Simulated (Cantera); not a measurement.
Input: 1 mol SrCl2, 0.052 mol O2, 29 mol H2, equilibrated at 0.500 Pa.

Cantera equilibrium calculation (NASA polynomials, part measured and part estimated; ideal gas, pure solids and liquids). Candidate condensed phases: H2O, Sr, SrCl2, SrO, Sr(OH)2; 20 gas species. Rates play no part.

Problem. At 1200 °C, list the 6 most abundant gas species with their mole fractions, and the condensed phases.

Solution. H2 0.954, SrCl2 0.0304, H 0.00553, HCl 0.00389, H2O 0.00345, SrCl 0.00165. Condensed: gas only.
